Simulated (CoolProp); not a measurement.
A closed Brayton cycle with nitrogen: compressor inlet 319.15 K and 0.75 MPa, high pressure 2.34 MPa, turbine inlet 620 K, compressor efficiency 0.85, turbine efficiency 0.93, recuperator effectiveness 0.8 (on enthalpy, no pinch check). Each further row changes one setting.

Computed with CoolProp (reference Helmholtz-energy equation of state, Span 2000).

| case | thermal efficiency (%) | net work (kJ/kg) | compressor to turbine work | compressor exit (K) | turbine exit (K) |
|---|---|---|---|---|---|
| as stated | 10.3 | 17.4 | 0.90 | 463.2 | 462.7 |
| turbine inlet 570 K | (withheld) | (withheld) | (withheld) | 463.2 | (withheld) |
| compressor inlet 329.15 K | 8.3 | (withheld) | 0.92 | 477.5 | 462.7 |
| high pressure 1.99 MPa | 13.5 | (withheld) | 0.86 | (withheld) | 482.4 |
| recuperator effectiveness 0.5 | 10.3 | 17.4 | 0.90 | 463.2 | 462.7 |

Task: What belongs in the gaps?

Result: 
- turbine inlet 570 K, thermal efficiency (%): 3.2
- turbine inlet 570 K, net work (kJ/kg): 3.65
- turbine inlet 570 K, compressor to turbine work: 0.98
- turbine inlet 570 K, turbine exit (K): 424.5
- compressor inlet 329.15 K, net work (kJ/kg): 12.7
- high pressure 1.99 MPa, net work (kJ/kg): 21.2
- high pressure 1.99 MPa, compressor exit (K): 439.8
